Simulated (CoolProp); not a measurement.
Vapour pressure (kPa) of CHF3 (R23): the reference equation beside estimates from Tc = 299.3 K, pc = 4832 kPa, ω = 0.263. Clausius-Clapeyron is anchored at 197.2 K with a constant enthalpy of vaporisation of 16.40 kJ/mol.

Computed with CoolProp (reference Helmholtz-energy equation of state, Penoncello 2003).

```tsv
T (K)	reference	Lee-Kesler	Clausius-Clapeyron	van der Waals	Redlich-Kwong
189.5	92.11	90.30	94.66	568.7	170.3
193.4	115.3	113.6	116.8	635.8	207.0
197.2	142.1	140.6	142.1	706.1	248.0
201.1	174.5	173.3	172.6	783.4	296.1
204.9	211.3	210.6	207.0	863.9	349.2
208.8	255.1	255.0	247.8	952.0	410.6
212.6	304.2	304.8	293.4	1043	477.6
216.5	361.8	363.3	346.8	1143	554.1
220.3	425.7	428.1	405.8	1245	636.7
224.2	499.8	503.3	474.2	1357	730.2
```

Absolute difference from the reference over all 10 rows, mean and median: Lee-Kesler 0.7 and 0.6 %, Clausius-Clapeyron 2.8 and 2.8 %, van der Waals 311.9 and 291.0 %, Redlich-Kwong 64.1 and 63.1 %.
